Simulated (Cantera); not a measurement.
# Pyrogenic steam for wet oxidation

A perfectly stirred reactor is fed with 21.8 % H₂, 18.2 % O₂, 60.0 % N₂, equivalence ratio 0.60, at 13300 Pa; it is held at 1048 K, and followed from long to short residence time.

Cantera simulation using the H2/O2 subset of GRI-Mech 3.0, which has no nitrogen chemistry; the numbers are that mechanism's predictions, not measurements. Radical loss at walls, strong at low pressure, is not modelled. The temperature is held fixed by assumption; the heat of reaction is taken as removed at once.

| τ (s) | x H₂ | x O₂ | x O | x HO₂ | x OH |
|---|---|---|---|---|---|
| 24 | 9.29e-5 | 0.0817 | 7.56e-6 | 2.28e-6 | 5.93e-5 |
| 6.9 | 0.000215 | 0.0817 | 1.84e-5 | 4.44e-6 | 8.89e-5 |
| 2.0 | 0.000487 | 0.0818 | 4.44e-5 | 7.62e-6 | 0.000135 |
| 0.58 | 0.00107 | 0.0820 | 0.000104 | 1.14e-5 | 0.000210 |
| 0.17 | 0.00225 | 0.0825 | 0.000236 | 1.51e-5 | 0.000334 |
| 0.049 | 0.00465 | 0.0835 | 0.000518 | 1.81e-5 | 0.000543 |
| 0.014 | 0.00941 | 0.0856 | 0.00110 | 2.03e-5 | 0.000889 |
| 0.0042 | 0.0182 | 0.0897 | 0.00217 | 2.18e-5 | 0.00140 |
x: mole fraction; the columns are a selection and need not sum to one.
